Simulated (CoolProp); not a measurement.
R13 along the isotherm 340.6 K: Z from the reference equation and from simpler models built on Tc = 303.0 K, pc = 39.73 bar, ω = 0.175; each cubic takes its own stable root.

Values from CoolProp's reference Helmholtz-energy equation of state, Platzer 1990. This equation is an older, rougher fit; its heat capacities, sound speeds and derivatives of the liquid may be far off and weren't checked against measurements.

```tsv
p (bar)	phase	reference
33.1	gas	0.7817
66.2	supercritical	0.5077
99.3	supercritical	0.4626
132	supercritical	0.5326
166	supercritical	0.6200
199	supercritical	0.7074
232	supercritical	0.7948
265	supercritical	0.8816
298	supercritical	0.9676
331	supercritical	1.053
364	supercritical	1.137
397	supercritical	1.220
```

**Question.** How far does each simpler model (van der Waals, Redlich-Kwong, Soave-Redlich-Kwong, Peng-Robinson) lie from the reference over these 12 states: mean and median of the absolute difference, and the worst?

**Answer.** 
- van der Waals: mean 19.2 %, median 22.9 %, worst +24.7 % at 340.6 K and 397 bar
- Redlich-Kwong: mean 1.8 %, median 1.6 %, worst +4.4 % at 340.6 K and 99.3 bar
- Soave-Redlich-Kwong: mean 3.4 %, median 1.8 %, worst +10.2 % at 340.6 K and 99.3 bar
- Peng-Robinson: mean 6.0 %, median 6.6 %, worst -10.7 % at 340.6 K and 397 bar
